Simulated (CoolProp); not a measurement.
Vapour-liquid equilibrium of propane (1) + isopentane (2) at 317.7 K; x and y are mole fractions of (1).

Values from CoolProp's multi-fluid Helmholtz-energy mixture model, Lemmon 2009 and Lemmon 2006; pair parameters Kunz 2012.

```tsv
x	bubble pressure (MPa)	y at the bubble point	dew pressure at overall composition x (MPa)	liquid density (mol/L)
0.05	0.2469	0.309	0.1833	8.319
0.125	0.3500	0.533	0.1981	8.453
0.2	0.4485	0.653	0.2155	8.605
0.275	0.5441	0.730	0.2362	8.773
0.35	0.6383	0.784	0.2611	8.954
0.425	0.7321	0.826	0.2916	9.146
0.5	0.8264	0.859	0.3300	9.346
0.575	0.9217	0.887	0.3794	9.550
0.65	1.019	0.911	0.4453	9.752
0.725	1.118	0.932	0.5369	9.945
0.8	1.220	0.952	0.6708	10.12
0.875	1.326	0.970	0.8780	10.27
0.95	1.439	0.988	1.210	10.37
```

No azeotrope shows between x = 0.05 and 0.95.

The pair parameters rest on a limited set of measurements; away from them the model extrapolates. The gap from Raoult's law changes sign with composition, which may be real or a fault of the pair parameters; it wasn't checked against measurements.
